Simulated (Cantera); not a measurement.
## Adiabatic ignition

An adiabatic, constant-volume homogeneous reactor starts with 9.68 % CH4, 12.9 % O2, 77.4 % N2, at 1525 K and 120000 Pa.

Cantera simulation using GRI-Mech 3.0 (53 species, 325 reactions); the numbers are that mechanism's predictions, not measurements.

```tsv
t (s)	T (K)	P (bar)	x CH4	x O2	x CO2	x HCO	x C2H6	x N2O	x H
4.00e-6	1525	1.20	0.0968	0.129	<1e-12	<1e-12	1.98e-11	<1e-12	1.79e-8
8.75e-6	1525	1.20	0.0968	0.129	5.96e-12	<1e-12	2.33e-10	2.46e-12	1.88e-8
1.91e-5	1525	1.20	0.0968	0.129	5.07e-11	3.32e-12	2.80e-9	1.01e-11	2.13e-8
4.18e-5	1525	1.20	0.0968	0.129	5.43e-10	2.17e-11	3.70e-8	4.16e-11	2.80e-8
9.15e-5	1525	1.20	0.0968	0.129	7.39e-9	1.83e-10	5.75e-7	1.56e-10	4.93e-8
0.000200	1525	1.20	0.0966	0.129	1.15e-7	1.97e-9	9.69e-6	4.66e-10	1.19e-7
0.000437	1527	1.20	0.0960	0.128	1.53e-6	1.98e-8	0.000112	1.42e-9	3.89e-7
0.000956	1551	1.22	0.0910	0.125	2.78e-5	3.04e-7	0.000834	8.40e-9	3.07e-6
0.00209	2735	2.31	<1e-12	0.000607	0.0221	1.61e-7	<1e-12	1.21e-7	0.00991
0.00457	2731	2.31	<1e-12	0.000578	0.0220	1.60e-7	<1e-12	1.35e-7	0.00982
0.0100	2731	2.31	<1e-12	0.000577	0.0220	1.60e-7	<1e-12	1.36e-7	0.00981
0.0219	2731	2.31	<1e-12	0.000577	0.0220	1.60e-7	<1e-12	1.36e-7	0.00981
0.0478	2731	2.31	<1e-12	0.000577	0.0220	1.60e-7	<1e-12	1.36e-7	0.00981
0.105	2731	2.31	<1e-12	0.000577	0.0220	1.60e-7	<1e-12	1.36e-7	0.00981
0.229	2731	2.31	<1e-12	0.000577	0.0220	1.60e-7	<1e-12	1.36e-7	0.00981
0.500	2731	2.31	<1e-12	0.000577	0.0220	1.60e-7	<1e-12	1.36e-7	0.00981
```
x: mole fraction; the columns are a selection and need not sum to one.

The time of steepest temperature rise is 1.32 ms. The temperature at 0.500 s is 2731 K and the equilibrium temperature is 2731 K. The x(CH4) at 0.500 s is <1e-12 (gas-phase equilibrium <1e-12). The x(O2) at 0.500 s is 0.000577 (gas-phase equilibrium 0.000577). The x(CO2) at 0.500 s is 0.0220 (gas-phase equilibrium 0.0220).
